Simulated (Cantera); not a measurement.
Predominance diagram of Cr at 1450 K against the partial pressures of O2 and N2 (log10, bar). Standard-state values (1 bar) from the NASA 1993 polynomials, evaluated with Cantera. Candidates: Cr(s), CrN(s), Cr2N(s), Cr2O3(s). Only these pure phases compete in this equilibrium. 

### Question
Which phase is stable at these pairs, and which metal-bearing vapour leads over it? (-25.8, -5.5); (-11, -6.4); (-17.2, 0); (-12.3, -7.3); (-16, -1.8); (-24.5, 0); (-24.5, -10)

### Answer
```csv
log p(O2),log p(N2),phase,chief vapour,log p (bar)
-25.8,-5.5,Cr(s),Cr,-6.7
-11,-6.4,Cr2O3(s),CrO2,-11.9
-17.2,0,Cr2O3(s),Cr,-7.4
-12.3,-7.3,Cr2O3(s),Cr,-11.1
-16,-1.8,Cr2O3(s),Cr,-8.3
-24.5,0,Cr2N(s),Cr,-7.1
-24.5,-10,Cr(s),Cr,-6.7
```
